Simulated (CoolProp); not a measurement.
Vapour-liquid equilibrium of R22 (1) + R142b (2) at -62.85 °C; x and y are mole fractions of (1).

Model: multi-fluid Helmholtz-energy mixture model, Kamei 1995 and Lemmon 2006; pair parameters Bell 2016, in CoolProp.

```csv
x,bubble pressure (MPa),y at the bubble point,dew pressure at overall composition x (MPa),liquid density (mol/L)
0.05,0.007142,0.217,0.006127,13.18
0.2,0.01073,[?],[?],13.69
0.35,0.01426,0.728,0.008221,14.22
0.5,0.01797,0.835,[?],14.80
0.65,0.02194,0.907,0.01240,15.42
0.8,0.02613,0.958,[?],16.07
0.95,[?],[?],[?],[?]
```

Question: Some entries are withheld; supply them.

Answer: 
- 0.2, y at the bubble point: 0.557
- 0.2, dew pressure at overall composition x (MPa): 0.007024
- 0.5, dew pressure at overall composition x (MPa): 0.009895
- 0.8, dew pressure at overall composition x (MPa): 0.01657
- 0.95, bubble pressure (MPa): 0.03039
- 0.95, y at the bubble point: 0.992
- 0.95, dew pressure at overall composition x (MPa): 0.02538
- 0.95, liquid density (mol/L): 16.78

No azeotrope shows between x = 0.05 and 0.95.

The pair parameters rest on a limited set of measurements; away from them the model extrapolates.
